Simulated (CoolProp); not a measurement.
Carbon dioxide along the isobar 34800 kPa: Z from the reference equation and from simpler models built on Tc = 304.1 K, pc = 7377 kPa, ω = 0.224; each cubic takes its own stable root.

Model: reference Helmholtz-energy equation of state, Span 1996, in CoolProp.

```tsv
T (K)	phase	reference
295.7	liquid	0.6266
310.8	supercritical	0.6290
325.9	supercritical	0.6363
341	supercritical	0.6487
356.1	supercritical	0.6662
371.2	supercritical	0.6887
386.2	supercritical	0.7151
401.3	supercritical	0.7440
416.4	supercritical	0.7740
431.5	supercritical	0.8035
```

Q: How far does each simpler model (van der Waals, Redlich-Kwong) lie from the reference over these 10 states: mean and median of the absolute difference, and the worst?

A: 
- van der Waals: mean 20.7 %, median 20.8 %, worst +39.1 % at 295.7 K and 34800 kPa
- Redlich-Kwong: mean 4.2 %, median 4.4 %, worst +7.7 % at 295.7 K and 34800 kPa
